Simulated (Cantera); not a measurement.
**Sublimation and decomposition of ceramics: MgO + H2**

Feed: 1 mol MgO, 0.62 mol H2, held at 2225 K.

Equilibrium computed with Cantera from the NASA thermochemical tables; the gas is ideal and each condensed phase is pure. Candidate condensed phases: H2O, Mg, MgO, Mg(OH)2; 15 gas species. The tables' values for MgH are old estimates; treat these amounts as uncertain. The numbers say what is thermodynamically allowed, not how fast it happens.

```tsv
P (Pa)	x H2	x Mg	x H	x H2O	x O	x O2	x OH	n MgO(s)
1	0.0256	0.346	0.328	0.0131	0.216	0.0464	0.0243	0
4.60	0.0506	0.405	0.215	0.0724	0.131	0.0787	0.0445	0
22	0.0716	0.434	0.117	0.203	0.0542	0.0646	0.0480	0.235
100	0.297	0.295	0.112	0.273	0.00387	0.00150	0.0149	0.709
460	0.560	0.183	0.0715	0.180	0.000294	3.97e-5	0.00332	0.852
2200	0.766	0.0973	0.0382	0.0968	2.42e-5	1.29e-6	0.000700	0.931
10000	0.882	0.0488	0.0192	0.0489	2.34e-6	5.45e-8	0.000155	0.967
46000	0.943	0.0234	0.00927	0.0237	2.30e-7	2.43e-9	3.37e-5	0.985
220000	0.973	0.0108	0.00431	0.0111	2.18e-8	1.04e-10	7.10e-6	0.993
1000000	0.987	0.00503	0.00204	0.00531	2.27e-9	5.13e-12	1.59e-6	0.997
```
x: gas mole fraction; n: condensed amount in mol.

From 1.00 Pa to 4.60 Pa nothing is condensed. From 22.0 Pa to 10.0 bar the condensed part is MgO(s). The main Mg-bearing gas is Mg throughout.
